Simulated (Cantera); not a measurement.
Charge: 1 mol SiCl4, 0.017 mol CH4, 20 mol H2, at 2473 K and 1.00 bar.

These are equilibrium values from Cantera (NASA tables, ideal gas, pure condensed phases), not measurements of a reactor. Candidate condensed phases: C, C6H6, C7H8, C8H18, Si, SiC; 109 gas species. The tables' values for SiCl, SiCl3 are old estimates; treat these amounts as uncertain. Gases not in the tables: Si2H6 and higher silanes. The numbers say what is thermodynamically allowed, not how fast it happens.

Base state: H2 0.822, HCl 0.120, SiCl2 0.0265, H 0.0202, Si 0.00387, SiCl 0.00240, Cl 0.00210, SiH 0.000966 (mole fractions); condensed: Si(l).

**Question.** What changes in the equilibrium state with this change: temperature from 2473 K to 1648 K?

**Answer.** 
```json
[
 {"species": "H2", "before": "0.822", "after": "0.866"},
 {"species": "HCl", "before": "0.120", "after": "0.0927"},
 {"species": "SiCl2", "before": "0.0265", "after": "0.0352"},
 {"species": "H", "before": "0.0202", "after": "8.29e-5"},
 {"species": "Si2C", "before": "0.000342", "after": "1.12e-9"},
 {"species": "Si2", "before": "9.92e-5", "after": "<1e-9"},
 {"species": "C2H2 (acetylene)", "before": "0.000175", "after": "5.89e-9"},
 {"species": "Si(l), mol", "before": "0.200", "after": "0"},
 {"species": "Si(s), mol", "before": "0", "after": "0.0730"},
 {"species": "SiC(s), mol", "before": "0", "after": "0.0167"}
]
```
Mutual solubility and eutectic melting of coexisting phases are not modelled. The tables' values for SiCl3 are old estimates; treat these amounts as uncertain.
